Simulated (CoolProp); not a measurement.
The fluid at 411.6 K and 0.159 MPa expands adiabatically to 0.015 MPa with isentropic efficiency 0.7. The same conditions are run with several fluids, on thermodynamics alone (safety and materials aside).

Model: reference Helmholtz-energy equation of state of each fluid (toluene: Lemmon 2006; sulfur dioxide: Gao 2016; n-pentane: Thol 2019; methane: Setzmann 1991; ethane: Bücker 2006), in CoolProp.

```tsv
fluid	work (kJ/kg)	final temperature (K)	final density (kg/m³)
toluene	[?]	370.2	0.452
sulfur dioxide	70.0	303.0	[?]
n-pentane	[?]	375.1	0.348
methane	[?]	295.8	0.0979
ethane	161	332.8	[?]
```

Some entries are withheld; supply them.


- toluene, work (kJ/kg): 55.6
- sulfur dioxide, final density (kg/m³): 0.382
- n-pentane, work (kJ/kg): 72.5
- methane, work (kJ/kg): 275
- ethane, final density (kg/m³): 0.163
